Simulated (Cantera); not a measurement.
A Cantera script and what it prints.

```python
import numpy as np
import cantera as ct

gas_names = [...]  # 127 gases of nasa_gas.yaml made of C, Fe, H, O, S
cond_names = """
    C(gr) C6H6(L) C7H8(L) C8H18(L),n-octa Fe(a) Fe(c) Fe(d) Fe(L) FeC5O5(L) FeO(s) FeO(L) Fe(OH)2(s)
    Fe(OH)3(s) FeS(a) FeS(b) FeS(c) FeS(L) FeSO4(s) FeS2(s) Fe2O3(s) Fe2S3O12(s) Fe3O4(s) H2O(s) H2O(L)
    H2SO4(L) S(cr1) S(cr2) S(L)
""".split()


# ... load() reads the species with a 1 bar reference pressure and builds the phases ...
atoms = {
    'FeS': {'Fe': 1, 'S': 1},
    'H2S': {'H': 2, 'S': 1},
    'CO2': {'C': 1, 'O': 2},
}
top_T = {'C(gr)': 4500, 'FeSO4(s)': 950, 'FeS2(s)': 1010, 'Fe2O3(s)': 1830, 'Fe2S3O12(s)': 1100, 'Fe3O4(s)': 1870}  # K; cautious upper limits of use, not melting points


# ... equilibrate(T, P, feed) seeds the gas with the atoms and calls Mixture.equilibrate('TP', solver="vcs", rtol=1e-11, max_steps=5000) ...
results = []
feed = {'FeS': 1, 'H2S': 0.1, 'CO2': 0.046}  # mol
P = 15000  # Pa
for T in [898, 998, 1098, 1198, 1298, 1398, 1498, 1598, 1698]:
    mix = equilibrate(T, P, feed)
    results.append((T, P, feed, dict(zip(mix.species_names, mix.species_moles))))

top = {s: max(r[3][s] / sum(r[3][g] for g in gas_names) for r in results) for s in gas_names}
cols = sorted((s for s in top if top[s] > 1e-05), key=lambda s: -top[s])[:9]
seen = [c for c in cond_names if any(r[3].get(c, 0) > 1e-12 for r in results)]
print("log10 of partial pressures in bar; condensed amounts in mol")
print(f"{'T/K':>10s}" + "".join(f"{s[:9]:>10s}" for s in cols + seen))
for T, P, feed, n in results:
    ng = sum(n[g] for g in gas_names)
    print(f"{T:10.4g}" + "".join(f"{np.log10(max(n[s] / ng * P / 1e5, 1e-99)):10.3f}" for s in cols)
          + "".join(f"{n.get(c, 0):10.4g}" for c in seen))
```

Output:

```
log10 of partial pressures in bar; condensed amounts in mol
       T/K       H2S        H2       CO2        S2        CO       H2O       COS        SH       SO2    FeS(c)    FeS(L)
       898    -1.059    -2.522    -1.438    -2.404    -2.312    -2.015    -2.344    -5.992    -6.023         1         0
       998    -1.112    -2.205    -1.507    -2.098    -2.012    -1.861    -2.419    -5.246    -5.420         1         0
      1098    -1.189    -1.960    -1.602    -1.885    -1.818    -1.741    -2.547    -4.661    -4.921         1         0
      1198    -1.290    -1.776    -1.713    -1.737    -1.697    -1.656    -2.708    -4.200    -4.507         1         0
      1298    -1.409    -1.642    -1.829    -1.636    -1.624    -1.603    -2.883    -3.832    -4.158         1         0
      1398    -1.542    -1.548    -1.939    -1.570    -1.580    -1.571    -3.060    -3.538    -3.854         1         0
      1498    -1.681    -1.482    -2.038    -1.526    -1.554    -1.555    -3.232    -3.298    -3.583         0         1
      1598    -1.821    -1.438    -2.124    -1.500    -1.537    -1.548    -3.392    -3.101    -3.342         0         1
      1698    -1.957    -1.406    -2.201    -1.486    -1.525    -1.549    -3.540    -2.935    -3.131         0         1
```

Equilibrium computed with Cantera from the NASA thermochemical tables; the gas is ideal and each condensed phase is pure. FeS: taken at fixed stoichiometry. Gases not in the tables: S3 to S7.
